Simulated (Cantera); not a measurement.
**Thermodynamics of carbon deposition, reforming and gasification, feed C6H6 + H2 + N2**

Charge: 1 mol C6H6, 8.3 mol H2, 0.24 mol N2, equilibrated at 1.80 Torr.

Method: chemical equilibrium by Gibbs-energy minimisation in Cantera with the NASA 1993 tables (ideal gas, pure condensed phases). Candidate condensed phases: C, C6H6, C7H8, C8H18; 92 gas species. Rates play no part.

```csv
T (°C),log p H2,log p N2,log p H,log p CH4,n C(graphite)
602,-2.63,-4.30,-11.61,-5.62,5.99
677,-2.63,-4.30,-10.57,-6.03,6.00
752,-2.63,-4.30,-9.68,-6.39,6.00
827,-2.63,-4.30,-8.90,-6.70,6.00
902,-2.63,-4.30,-8.23,-6.98,6.00
977,-2.63,-4.30,-7.63,-7.22,6.00
1052,-2.63,-4.30,-7.10,-7.43,6.00
1127,-2.63,-4.30,-6.63,-7.62,6.00
1202,-2.63,-4.30,-6.20,-7.79,6.00
1277,-2.63,-4.30,-5.82,-7.95,6.00
1352,-2.63,-4.31,-5.47,-8.09,6.00
1427,-2.63,-4.31,-5.15,-8.22,5.99
```
log p: log10 of the partial pressure in bar; n: condensed amount in mol.

From 602 °C to 1427 °C the condensed part is C(graphite). The main C-bearing gas is CH4 at 602 °C and HCN at 1427 °C.
